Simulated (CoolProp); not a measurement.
A simple Rankine cycle with water: condensing at 328.15 K, boiler at 10.1 MPa, turbine inlet 590.2 K, turbine efficiency 0.8, pump efficiency 0.6, no recuperator. Each further row changes one setting.

Model: reference Helmholtz-energy equation of state, Wagner 2002, in CoolProp.

```csv
case,thermal efficiency (%),net work (kJ/kg),heat in (kJ/kg),turbine exit temperature (K),volume ratio over the turbine
as stated,28.6,719,2510,328.1,390
turbine inlet 610.2 K,___,___,___,328.1,359
condensing temperature 320.15 K,29.5,___,2550,320.1,560
boiler pressure 7.07 MPa,27.9,743,2660,328.1,248
turbine efficiency 0.7,25.0,627,2510,328.1,410
```

Q: Some entries are withheld; supply them.

A: 
- turbine inlet 610.2 K, thermal efficiency (%): 28.9
- turbine inlet 610.2 K, net work (kJ/kg): 757
- turbine inlet 610.2 K, heat in (kJ/kg): 2620
- condensing temperature 320.15 K, net work (kJ/kg): 751

The expansion ends wet for: as stated; turbine inlet 610.2 K; condensing temperature 320.15 K; boiler pressure 7.07 MPa; turbine efficiency 0.7.
